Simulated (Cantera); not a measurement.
A closed system holds: 1 mol K₂CO₃, 1.4 mol CO₂, 2 mol H₂, at 75.0 Torr.

These are equilibrium values from Cantera (NASA tables, ideal gas, pure condensed phases), not measurements of a reactor. Candidate condensed phases: C, C₆H₆, C₇H₈, C₈H₁₈, H₂O, K, KOH, KO₂, K₂CO₃, K₂O, K₂O₂; 116 gas species. Kinetics and transport are ignored.

Q: Which condensed phases are stable at each of these points (T (K)): 1100, 1200, 1300, 1400, 1500, 1600, 1700, 1800?

A: 
```
T (K)  condensed phases  K condensed (%)
-----  ----------------  ---------------
1100           K₂CO₃(s)             99.8
1200           K₂CO₃(l)             98.0
1300           K₂CO₃(l)             85.4
1400           K₂CO₃(l)             23.0
1500           gas only              0.0
1600           gas only              0.0
1700           gas only              0.0
1800           gas only              0.0
```

At 1100 K the condensed part is K₂CO₃(s). From 1200 K to 1400 K the condensed part is K₂CO₃(l). From 1500 K to 1800 K nothing is condensed.
